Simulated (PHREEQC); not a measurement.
Solution A (150 mmol/kgw NaHSO4 and 42 mmol/kgw Mn(NO3)2) is mixed with solution B (0.018 mol/kgw CuCl2, 0.0038 mol/kgw HCl and 0.11 mol/kgw Na2SO4) at 25 °C; shares are by mass of water, 1 kg in all. The system is closed to oxygen. CO2 from the air is kept out. Only these solids could form: Pyrochroite, Cu(OH)2, Brochantite, Antlerite, Atacamite, Cu2(OH)3NO3, Halite, Mirabilite, Chalcanthite.

Computed with PHREEQC (ion-association model, wateq4f.dat).

**Question.** Predict pH, Mn+2 (mol/kgw), HSO4- (mol/kgw), CuSO4 (mol/kgw) at share of solution B = 0.6, 0.7, 1.

**Answer.** 
| share of solution B | pH | Mn+2 (mol/kgw) | HSO4- (mol/kgw) | CuSO4 (mol/kgw) |
|---|---|---|---|---|
| 0.6 | 1.74 | 0.00958 | 0.0389 | 0.00486 |
| 0.7 | 1.87 | 0.00698 | 0.0304 | 0.00587 |
| 1 | 3.02 | 0 | 0.00258 | 0.00918 |
